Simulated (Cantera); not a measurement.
Standard-state values (1 bar) from the NASA 1993 polynomials, evaluated with Cantera. Values are per mole of reaction as written; species without (g) are pure solids or liquids, kept so even where they would boil at 1 bar.

2 Ti3O5 → 3 Ti2O3 + O(g)

| T (K) | ΔH° (kJ) | ΔS° (J/K) | ΔG° (kJ) | log10 K | condensed phases |
|---|---|---|---|---|---|
| 300 | 605.1 | 135.0 | 564.6 | -98.31 | Ti3O5(s), Ti2O3(s) |
| 1823 | 619.3 | 134.0 | 375.1 | -10.75 | Ti3O5(s), Ti2O3(s) |
| 1898 | 617.4 | 132.9 | 365.1 | -10.05 | Ti3O5(s), Ti2O3(s) |
| 1973 | 615.0 | 131.7 | 355.2 | -9.40 | Ti3O5(s), Ti2O3(s) |
| 2048 | 612.1 | 130.2 | 345.4 | -8.81 | Ti3O5(s), Ti2O3(s) |
| 2123 | … | … | … | … | Ti3O5(l), Ti2O3(l) |
| 2198 | … | … | … | … | Ti3O5(l), Ti2O3(l) |
| 2273 | … | … | … | … | Ti3O5(l), Ti2O3(l) |
| 2348 | … | … | … | … | Ti3O5(l), Ti2O3(l) |

**Question.** Complete the blanks.

**Answer.** 
- 2123, ΔH° (kJ): 578.9
- 2123, ΔS° (J/K): 109.4
- 2123, ΔG° (kJ): 346.7
- 2123, log10 K: -8.53
- 2198, ΔH° (kJ): 575.6
- 2198, ΔS° (J/K): 107.8
- 2198, ΔG° (kJ): 338.6
- 2198, log10 K: -8.05
- 2273, ΔH° (kJ): 572.3
- 2273, ΔS° (J/K): 106.4
- 2273, ΔG° (kJ): 330.5
- 2273, log10 K: -7.60
- 2348, ΔH° (kJ): 569.0
- 2348, ΔS° (J/K): 104.9
- 2348, ΔG° (kJ): 322.6
- 2348, log10 K: -7.18
